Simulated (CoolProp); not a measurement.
Properties of methane along the isobar 4260 kPa.

Values from CoolProp's reference Helmholtz-energy equation of state, Setzmann 1991.

| T (°C) | phase | speed of sound (m/s) | Joule-Thomson coefficient (K/MPa) | expansivity (1/kK) | Prandtl number | fugacity coefficient |
|---|---|---|---|---|---|---|
| -136.25 | liquid | 1127 | -0.2966 | 4.237 | 1.80 | 0.1313 |
| -110.35 | liquid | 831.8 | 0.07411 | 6.795 | 1.76 | 0.3630 |
| -58.45 | gas | 337.3 | 8.207 | 11.27 | 1.07 | 0.7926 |
| -32.55 | gas | 377.2 | 6.417 | 7.183 | 0.908 | 0.8551 |
| -6.65 | gas | 407.8 | 5.174 | 5.495 | 0.843 | 0.8963 |
| 19.25 | gas | 433.3 | 4.247 | 4.534 | 0.809 | 0.9249 |
| 45.15 | gas | 455.4 | 3.526 | 3.901 | 0.787 | 0.9454 |
| 71.05 | gas | 475.2 | 2.950 | 3.445 | 0.773 | 0.9605 |

Viscosity comes from a separate model (Quiñones-Cisneros 2006). Thermal conductivity comes from a separate model (Friend 1989).
